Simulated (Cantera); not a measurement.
What does this Cantera script print?

```python
import numpy as np
import cantera as ct

gas_names = """
    CL CL2 H HCL H2 Si SiCL SiCL2 SiCL3 SiCL4 SiH SiHCL3 SiH2 SiH2CL2 SiH3 SiH3CL SiH4 Si2 Si3
""".split()
cond_names = """
    Si(cr) Si(L)
""".split()


# ... load() reads the species with a 1 bar reference pressure and builds the phases ...
atoms = {
    'SiCl4': {'Si': 1, 'CL': 4},
    'Cl2': {'CL': 2},
    'H2': {'H': 2},
}
top_T = {}  # K; cautious upper limits of use, not melting points


# ... equilibrate(T, P, feed) seeds the gas with the atoms and calls Mixture.equilibrate('TP', solver="vcs", rtol=1e-11, max_steps=5000) ...
results = []
T = 948.15  # K
P = 310  # Pa
for m in [0.08, 0.1, 0.13, 0.16, 0.2, 0.25, 0.32, 0.4, 0.5, 0.63, 0.79]:
    feed = {'SiCl4': 1, 'Cl2': m, 'H2': 58}  # mol
    mix = equilibrate(T, P, feed)
    results.append((T, P, feed, dict(zip(mix.species_names, mix.species_moles))))
    x = sorted(zip(gas.X, gas.species_names), reverse=True)
    print(f"T = {T:g} K  P = {P:g} Pa  n(Cl2) = {m:g} mol  gas = {mix.phase_moles(0):.4g} mol")
    print("   x: " + "  ".join(f"{s} {v:.3e}" for v, s in x if v > 1e-06))
    print("   condensed (mol): " + ("  ".join(f"{mix.phase(i).name} {mix.phase_moles(i):.4g}"
          for i in range(1, mix.n_phases) if mix.phase_moles(i) > 1e-12) or "none"))
```

Result:

```
T = 948.15 K  P = 310 Pa  n(Cl2) = 0.08 mol  gas = 59.29 mol
   x: H2 9.679e-01  HCL 1.806e-02  SiCL4 1.053e-02  SiHCL3 2.545e-03  SiCL2 5.131e-04  SiCL3 3.998e-04  SiH2CL2 6.226e-05
   condensed (mol): Si(cr) 0.167
T = 948.15 K  P = 310 Pa  n(Cl2) = 0.1 mol  gas = 59.3 mol
   x: H2 9.677e-01  HCL 1.811e-02  SiCL4 1.066e-02  SiHCL3 2.568e-03  SiCL2 5.163e-04  SiCL3 4.035e-04  SiH2CL2 6.263e-05
   condensed (mol): Si(cr) 0.1573
T = 948.15 K  P = 310 Pa  n(Cl2) = 0.13 mol  gas = 59.32 mol
   x: H2 9.674e-01  HCL 1.819e-02  SiCL4 1.086e-02  SiHCL3 2.603e-03  SiCL2 5.210e-04  SiCL3 4.091e-04  SiH2CL2 6.318e-05
   condensed (mol): Si(cr) 0.1428
T = 948.15 K  P = 310 Pa  n(Cl2) = 0.16 mol  gas = 59.33 mol
   x: H2 9.670e-01  HCL 1.827e-02  SiCL4 1.105e-02  SiHCL3 2.637e-03  SiCL2 5.257e-04  SiCL3 4.146e-04  SiH2CL2 6.373e-05
   condensed (mol): Si(cr) 0.1283
T = 948.15 K  P = 310 Pa  n(Cl2) = 0.2 mol  gas = 59.35 mol
   x: H2 9.666e-01  HCL 1.838e-02  SiCL4 1.131e-02  SiHCL3 2.683e-03  SiCL2 5.319e-04  SiCL3 4.219e-04  SiH2CL2 6.445e-05
   condensed (mol): Si(cr) 0.1089
T = 948.15 K  P = 310 Pa  n(Cl2) = 0.25 mol  gas = 59.38 mol
   x: H2 9.661e-01  HCL 1.850e-02  SiCL4 1.164e-02  SiHCL3 2.741e-03  SiCL2 5.395e-04  SiCL3 4.310e-04  SiH2CL2 6.534e-05
   condensed (mol): Si(cr) 0.08459
T = 948.15 K  P = 310 Pa  n(Cl2) = 0.32 mol  gas = 59.42 mol
   x: H2 9.653e-01  HCL 1.867e-02  SiCL4 1.210e-02  SiHCL3 2.820e-03  SiCL2 5.500e-04  SiCL3 4.437e-04  SiH2CL2 6.657e-05
   condensed (mol): Si(cr) 0.05057
T = 948.15 K  P = 310 Pa  n(Cl2) = 0.4 mol  gas = 59.46 mol
   x: H2 9.645e-01  HCL 1.887e-02  SiCL4 1.262e-02  SiHCL3 2.911e-03  SiCL2 5.619e-04  SiCL3 4.581e-04  SiH2CL2 6.794e-05
   condensed (mol): Si(cr) 0.01162
T = 948.15 K  P = 310 Pa  n(Cl2) = 0.5 mol  gas = 59.54 mol
   x: H2 9.622e-01  HCL 2.099e-02  SiCL4 1.313e-02  SiHCL3 2.713e-03  SiCL2 4.707e-04  SiCL3 4.276e-04  SiH2CL2 5.678e-05
   condensed (mol): none
T = 948.15 K  P = 310 Pa  n(Cl2) = 0.63 mol  gas = 59.66 mol
   x: H2 9.586e-01  HCL 2.467e-02  SiCL4 1.361e-02  SiHCL3 2.384e-03  SiCL3 3.764e-04  SiCL2 3.520e-04  SiH2CL2 4.230e-05
   condensed (mol): none
T = 948.15 K  P = 310 Pa  n(Cl2) = 0.79 mol  gas = 59.82 mol
   x: H2 9.539e-01  HCL 2.937e-02  SiCL4 1.405e-02  SiHCL3 2.058e-03  SiCL3 3.257e-04  SiCL2 2.552e-04  SiH2CL2 3.051e-05
   condensed (mol): none
```

Cantera equilibrium calculation (NASA polynomials, part measured and part estimated; ideal gas, pure solids and liquids). The tables' values for SiCl3 are old estimates; treat these amounts as uncertain.
